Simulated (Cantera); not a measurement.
An isothermal, constant-pressure homogeneous reactor starts with C2H6 : H2 = 1 : 46 (molar parts), at 1373 K and 760 Torr.

Computed with Cantera and GRI-Mech 3.0 (53 species, 325 reactions). GRI-Mech 3.0 stops at C3 and has no aromatics, soot or wall deposition, so with more carbon than oxygen in the feed, carbon stays in small species such as C2H2 where larger ones or solid carbon would form.

x: mole fraction; the columns are a selection and need not sum to one.

```tsv
t (s)	x C2H6	x H2	x C2H2	x CH4	x C2H	x CH3
0.000100	0.0174	0.978	9.62e-6	0.00156	<1e-12	4.17e-5
0.000256	0.0104	0.976	0.000105	0.00525	6.41e-12	3.58e-5
0.000654	0.00330	0.974	0.000519	0.00918	2.54e-11	1.82e-5
0.00167	0.000690	0.974	0.00133	0.0109	3.63e-11	8.27e-6
0.00428	[?]	0.973	[?]	0.0116	4.10e-11	5.27e-6
0.0109	0.000224	0.973	0.00388	0.0125	5.90e-11	4.93e-6
0.0280	0.000170	0.972	0.00553	0.0141	7.32e-11	4.78e-6
0.0715	0.000132	0.971	0.00602	0.0167	6.78e-11	4.77e-6
0.183	0.000105	0.969	0.00512	0.0210	4.80e-11	4.97e-6
0.468	[?]	0.965	[?]	[?]	2.53e-11	4.90e-6
1.20	3.52e-5	0.961	0.00184	0.0348	8.92e-12	4.22e-6
3.06	1.10e-5	0.959	0.000580	0.0401	1.89e-12	3.27e-6
7.82	3.98e-6	0.958	0.000160	0.0419	<1e-12	2.87e-6
20.0	3.61e-6	0.958	0.000136	0.0420	<1e-12	2.84e-6
```

**Question.** What belongs in the gaps?

**Answer.** 
- 0.00428, x C2H6: 0.000290
- 0.00428, x C2H2: 0.00237
- 0.468, x C2H6: 7.17e-5
- 0.468, x C2H2: 0.00358
- 0.468, x CH4: 0.0275
